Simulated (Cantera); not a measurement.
## Gas-phase reforming

A perfectly stirred reactor is fed with 17.5 % CH4, 59.6 % H2O, 22.8 % H2, at 100.0 Torr; it is held at 1998 K, and followed from long to short residence time.

Computed with Cantera and GRI-Mech 3.0 (53 species, 325 reactions).

```json
[
 {"τ (s)": "13", "x CH4": "0.000115", "x H2O": "0.298", "x H2": "0.569", "x CO": "0.116", "x C2H": "2.07e-10"},
 {"τ (s)": "4.6", "x CH4": "0.000343", "x H2O": "0.298", "x H2": "0.569", "x CO": "0.116", "x C2H": "1.72e-9"},
 {"τ (s)": "1.6", "x CH4": "0.000958", "x H2O": "0.300", "x H2": "0.567", "x CO": "0.115", "x C2H": "1.28e-8"},
 {"τ (s)": "0.57", "x CH4": "0.00235", "x H2O": "0.304", "x H2": "0.563", "x CO": "0.113", "x C2H": "7.40e-8"},
 {"τ (s)": "0.20", "x CH4": "0.00515", "x H2O": "0.316", "x H2": "0.552", "x CO": "0.106", "x C2H": "3.26e-7"},
 {"τ (s)": "0.070", "x CH4": "0.00991", "x H2O": "0.345", "x H2": "0.528", "x CO": "0.0900", "x C2H": "1.01e-6"},
 {"τ (s)": "0.025", "x CH4": "0.0172", "x H2O": "0.392", "x H2": "0.488", "x CO": "0.0646", "x C2H": "2.13e-6"},
 {"τ (s)": "0.0087", "x CH4": "0.0290", "x H2O": "0.450", "x H2": "0.436", "x CO": "0.0372", "x C2H": "3.18e-6"},
 {"τ (s)": "0.0031", "x CH4": "0.0483", "x H2O": "0.499", "x H2": "0.385", "x CO": "0.0180", "x C2H": "3.33e-6"},
 {"τ (s)": "0.0011", "x CH4": "0.0785", "x H2O": "0.537", "x H2": "0.335", "x CO": "0.00736", "x C2H": "2.46e-6"}
]
```
x: mole fraction; the columns are a selection and need not sum to one.
